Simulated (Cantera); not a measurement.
Feed: 1 mol C2F6, 2.9 mol H2, at 0.130 bar.

These are equilibrium values from Cantera (NASA tables, ideal gas, pure condensed phases), not measurements of a reactor. Candidate condensed phases: C, C6H6, C7H8, C8H18; 110 gas species. Ions and electrons are included (thermal ionisation). The feed counts by its element totals alone. Equilibrium is a limit: real reactors are often held back by kinetics, nucleation or transport. All values below are at 4750 K.

Base state: F 0.423, H 0.410, C 0.137, HF 0.0211, CF 0.00440, C2 0.00353, H2 0.000951, C3 0.000257 (mole fractions); condensed: gas only.

### Question
What changes in the equilibrium state with this change: pressure from 0.130 bar to 0.0570 bar?

### Answer
| species | before | after |
|---|---|---|
| F | 0.423 | 0.429 |
| H | 0.410 | 0.416 |
| C | 0.137 | 0.141 |
| HF | 0.0211 | 0.00951 |
| C2H | 4.73e-5 | 9.82e-6 |
| C3 | 0.000257 | 5.44e-5 |
| H2 | 0.000951 | 0.000429 |
| CH | 0.000112 | 5.14e-5 |
| CF | 0.00440 | 0.00202 |
